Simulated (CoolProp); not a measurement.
Vapour-liquid equilibrium of propane (1) + isopentane (2) at 24.3 kPa; x and y are mole fractions of (1).

Values from CoolProp's multi-fluid Helmholtz-energy mixture model, Lemmon 2009 and Lemmon 2006; pair parameters Kunz 2012.

Give the bubble temperature and the first vapour's composition at x = 0.65, 0.8, 0.95. Is there an azeotrope?

x = 0.65: 209.8 K, y = 0.985; x = 0.8: 206.6 K, y = 0.993; x = 0.95: 203.9 K, y = 0.998. No azeotrope shows between x = 0.05 and 0.95.

Pair parameters are fitted to limited data, so mixtures are less certain than the pure fluids.
